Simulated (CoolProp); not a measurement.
Saturation properties of ethylene.

The numbers come from the reference Helmholtz-energy equation of state, Smukala 2000 in CoolProp.

| T (°C) | p (MPa) | vapour Z | surface tension (mN/m) |
|---|---|---|---|
| -129.75 | 0.01599 | 0.9913 | 20.8 |
| -126.85 | 0.02039 | 0.9896 | 20.3 |
| -123.85 | 0.02593 | 0.9876 | 19.8 |
| -120.95 | 0.03237 | 0.9854 | [?] |
| -117.95 | 0.04033 | 0.9829 | [?] |
| -114.95 | 0.04978 | 0.9801 | [?] |
| -112.05 | 0.06050 | 0.9771 | 17.7 |
| -109.05 | 0.07342 | 0.9736 | 17.2 |
| -106.05 | 0.08842 | 0.9699 | [?] |
| -103.15 | 0.1051 | 0.9659 | 16.2 |
| -100.15 | 0.1248 | 0.9615 | 15.7 |
| -97.15 | [?] | 0.9567 | [?] |
| -94.25 | [?] | 0.9517 | 14.7 |
| -91.25 | 0.2003 | 0.9462 | 14.2 |

Q: Fill in the missing entries.

A: 
- -120.95, surface tension (mN/m): 19.3
- -117.95, surface tension (mN/m): 18.8
- -114.95, surface tension (mN/m): 18.2
- -106.05, surface tension (mN/m): 16.7
- -97.15, p (MPa): 0.1472
- -97.15, surface tension (mN/m): 15.2
- -94.25, p (MPa): 0.1718

It boils at -103.8 °C under 1 atm.

Surface tension comes from a separate correlation (Mulero 2012).
